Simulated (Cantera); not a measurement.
# Equilibrium for boron, boron nitride and boron oxide: BCl3 + H2O

Charge: 1 mol BCl3, 20 mol H2O, held at 1.00 bar.

Method: chemical equilibrium by Gibbs-energy minimisation in Cantera with the NASA 1993 tables (ideal gas, pure condensed phases). Candidate condensed phases: B, B2O3, B3O3H3, H2O; 33 gas species. The tables' values for BOCl are old estimates; treat these amounts as uncertain. Gases not in the tables: H3BO3. Equilibrium is a limit: real reactors are often held back by kinetics, nucleation or transport.

```tsv
T (K)	x H2O	x HCl	x HBO2	x H2	x (HBO2)3	x OH	n B2O3(l)
798	0.844	0.141	6.71e-8	4.40e-8	0.0156	3.35e-12	0
998	0.844	0.141	2.07e-5	8.38e-7	0.0156	4.32e-9	0
1198	0.850	0.140	0.000745	9.25e-6	0.00922	4.20e-7	0.196
1398	0.847	0.139	0.00843	8.12e-5	0.00476	8.77e-6	0.255
1598	0.820	0.136	0.0408	0.000455	0.00153	7.96e-5	0
1798	0.816	0.135	0.0449	0.00181	2.27e-5	0.000444	0
1998	0.810	0.134	0.0446	0.00550	6.41e-7	0.00174	0
2198	0.796	0.130	0.0439	0.0136	3.50e-8	0.00529	0
2398	0.768	0.125	0.0426	0.0287	3.04e-9	0.0131	0
```
x: gas mole fraction; n: condensed amount in mol.

From 798 K to 998 K nothing is condensed. From 1198 K to 1398 K the condensed part is B2O3(l). From 1598 K to 2398 K nothing is condensed.
